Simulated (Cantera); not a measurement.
A closed system holds: 1 mol MgO, 22 mol HCl, 0.61 mol N2, held at 1948 K and 0.100 bar.

Equilibrium computed with Cantera from the NASA thermochemical tables; the gas is ideal and each condensed phase is pure. Candidate condensed phases: H2O, Mg, MgCl2, MgO, Mg(OH)2, NH4Cl; 38 gas species. The numbers say what is thermodynamically allowed, not how fast it happens.

Base state: HCl 0.853, MgCl2 0.0437, H2O 0.0436, N2 0.0267, Cl 0.0218, H2 0.0109, H 0.000374, OH 0.000135 (mole fractions); condensed: gas only.

Question: What changes in the equilibrium state with this change: pressure from 0.100 bar to 1.40 mbar?

Answer: 
```json
[
 {"species": "HCl", "before": "0.853", "after": "0.758"},
 {"species": "Cl", "before": "0.0218", "after": "0.0858"},
 {"species": "MgCl2", "before": "0.0437", "after": "0.0418"},
 {"species": "H2", "before": "0.0109", "after": "0.0400"},
 {"species": "H2O", "before": "0.0436", "after": "0.0415"},
 {"species": "N2", "before": "0.0267", "after": "0.0257"},
 {"species": "Mg", "before": "6.69e-7", "after": "0.000211"},
 {"species": "O", "before": "3.41e-6", "after": "6.33e-5"},
 {"species": "MgCl", "before": "9.50e-6", "after": "0.000165"},
 {"species": "H", "before": "0.000374", "after": "0.00604"}
]
```

Question: What changes in the equilibrium state with this change: temperature from 1948 K to 1450 K?

Answer: 
```tsv
species	before	after
HCl	0.853	0.883
MgCl2	0.0437	0.0442
H2O	0.0436	0.0442
Cl	0.0218	0.000941
H2	0.0109	0.000523
N2	0.0267	0.0270
H	0.000374	6.84e-7
OH	0.000135	1.39e-6
Cl2	0.000132	5.20e-5
```
